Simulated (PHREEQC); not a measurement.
Make-up at 25 °C: 0.0032 mol/kgw NH4HF2, 0.0036 mol/kgw H2SiF6, 0.083 mol/kgw HBF4 and 8e-05 mol/kgw HCl. Closed to the air; pH follows from the charge balance.

All values are PHREEQC results (ion-association model, phreeqc.dat), not measurements.

Precipitation was switched off in this run.

Q: Estimate the pH.

A: pH 1.15.

Q: In which forms is F present?

A: BF4- 88 %, SiF6-2 6.0 %, HF 4.3 %, BF3OH- 1.5 % of the F.

SiF6-2 is the database's only silicon fluoride. Real BF4- forms and hydrolyses slowly; the run takes it at equilibrium.
